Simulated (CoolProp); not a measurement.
Vapour-liquid equilibrium of nitrogen (1) + carbon monoxide (2) at -175.35 °C; x and y are mole fractions of (1).

Values from CoolProp's multi-fluid Helmholtz-energy mixture model, Span 2000 and Lemmon 2006; pair parameters Gernert 2013.

### Question
Give the bubble pressure and the first vapour's composition at x = 0.425, 0.5, 0.8. Is there an azeotrope?

### Answer
x = 0.425: 558.3 kPa, y = 0.507; x = 0.5: 574.3 kPa, y = 0.579; x = 0.8: 632.6 kPa, y = 0.838. No azeotrope shows between x = 0.05 and 0.95.

The pair parameters rest on a limited set of measurements; away from them the model extrapolates.
